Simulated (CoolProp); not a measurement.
Vapour-liquid equilibrium of ethanol (1) + dimethyl carbonate (2) at 2.2 bar; x and y are mole fractions of (1).

Model: multi-fluid Helmholtz-energy mixture model, Schroeder 2014 and Zhou 2011; pair parameters Bell 2016, in CoolProp.

### Question
Give the bubble temperature and the first vapour's composition at x = 0.35, 0.45, 0.65. Is there an azeotrope?

### Answer
x = 0.35: 372.7 K, y = 0.542; x = 0.45: 371.4 K, y = 0.597; x = 0.65: 370.2 K, y = 0.689. y crosses x between x = 0.65 and 0.75: the model has an azeotrope there.

The pair parameters rest on a limited set of measurements; away from them the model extrapolates.
